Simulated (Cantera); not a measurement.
Cantera run:

```python
import numpy as np
import cantera as ct

gas_names = """
    F F2 H HF H2 H2F2 H3F3 H4F4 H5F5 H6F6 H7F7 Si SiF SiF2 SiF3 SiF4 SiH SiHF3 SiH2 SiH2F2 SiH3 SiH3F
    SiH4 Si2 Si3
""".split()
cond_names = """
    Si(cr) Si(L)
""".split()


# ... load() reads the species with a 1 bar reference pressure and builds the phases ...
atoms = {
    'Si': {'Si': 1},
    'F2': {'F': 2},
    'H2': {'H': 2},
}
top_T = {}  # K; cautious upper limits of use, not melting points


# ... equilibrate(T, P, feed) seeds the gas with the atoms and calls Mixture.equilibrate('TP', solver="vcs", rtol=1e-11, max_steps=5000) ...
results = []
T = 1525  # K
P = 66000  # Pa
for m in [0.13, 0.16, 0.19, 0.24, 0.3, 0.38, 0.47, 0.59, 0.73, 0.91, 1.1]:
    feed = {'Si': 1, 'F2': 2.5, 'H2': m}  # mol
    mix = equilibrate(T, P, feed)
    results.append((T, P, feed, dict(zip(mix.species_names, mix.species_moles))))

top = {s: max(r[3][s] / sum(r[3][g] for g in gas_names) for r in results) for s in gas_names}
cols = sorted((s for s in top if top[s] > 1e-06), key=lambda s: -top[s])[:9]
seen = [c for c in cond_names if any(r[3].get(c, 0) > 1e-12 for r in results)]
print("log10 of partial pressures in bar; condensed amounts in mol")
print(f"{'n(H2)':>10s}" + "".join(f"{s[:9]:>10s}" for s in cols + seen))
for T, P, feed, n in results:
    ng = sum(n[g] for g in gas_names)
    print(f"{feed['H2']:10.4g}" + "".join(f"{np.log10(max(n[s] / ng * P / 1e5, 1e-99)):10.3f}" for s in cols)
          + "".join(f"{n.get(c, 0):10.4g}" for c in seen))
```

It prints:

```
log10 of partial pressures in bar; condensed amounts in mol
     n(H2)      SiF4        HF         F        H2        F2      SiF3     SiHF3         H      H2F2
      0.13    -0.478    -1.063    -0.630   -19.086    -2.226   -12.306   -21.733   -14.169    -7.032
      0.16    -0.478    -0.973    -0.665   -18.836    -2.297   -12.271   -21.573   -14.044    -6.853
      0.19    -0.479    -0.899    -0.704   -18.609    -2.375   -12.233   -21.422   -13.931    -6.704
      0.24    -0.480    -0.798    -0.779   -18.259    -2.524   -12.159   -21.173   -13.756    -6.503
       0.3    -0.480    -0.702    -0.890   -17.844    -2.747   -12.048   -20.855   -13.548    -6.311
      0.38    -0.481    -0.600    -1.108   -17.205    -3.183   -11.831   -20.318   -13.228    -6.107
      0.47    -0.481    -0.508    -1.705   -15.827    -4.377   -11.235   -19.032   -12.539    -5.923
      0.59    -0.501    -0.501    -8.837    -1.547   -18.641    -4.122    -4.780    -5.400    -5.908
      0.73    -0.529    -0.529    -9.055    -1.168   -19.076    -3.932    -4.401    -5.210    -5.964
      0.91    -0.563    -0.562    -9.197    -0.950   -19.361    -3.824    -4.183    -5.101    -6.031
       1.1    -0.596    -0.595    -9.296    -0.818   -19.559    -3.758    -4.051    -5.035    -6.097
```

Method: chemical equilibrium by Gibbs-energy minimisation in Cantera with the NASA 1993 tables (ideal gas, pure condensed phases). The tables' values for SiF3 are old estimates; treat these amounts as uncertain.
